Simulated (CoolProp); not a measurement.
Vapour-liquid equilibrium of R22 (1) + acetone (2) at 140 kPa; x and y are mole fractions of (1).

The numbers come from the multi-fluid Helmholtz-energy mixture model, Kamei 1995 and Lemmon 2006; pair parameters Bell 2016 in CoolProp.

```csv
x,"bubble temperature, mixture model (°C)","bubble temperature, Raoult's law (°C)","y, mixture model","y, Raoult's law"
0.05,46.0,42.4,0.503,0.580
0.2,(withheld),8.1,(withheld),0.919
0.35,(withheld),-7.4,0.925,0.971
0.5,-4.0,-16.9,0.970,0.987
0.65,(withheld),-23.5,0.991,0.994
0.8,(withheld),-28.5,0.998,0.998
0.95,-32.2,-32.5,1.000,1.000
```

Fill in the missing entries.


- 0.2, bubble temperature, mixture model (°C): 21.0
- 0.2, y, mixture model: 0.836
- 0.35, bubble temperature, mixture model (°C): 7.9
- 0.65, bubble temperature, mixture model (°C): -15.5
- 0.8, bubble temperature, mixture model (°C): -25.4

The largest gap from Raoult's law is +15.3 K in bubble temperature, at x = 0.35. No azeotrope shows between x = 0.05 and 0.95.

The pair parameters rest on a limited set of measurements; away from them the model extrapolates. With so large a gap from Raoult's law the liquid may split in two, which this calculation doesn't test in full.
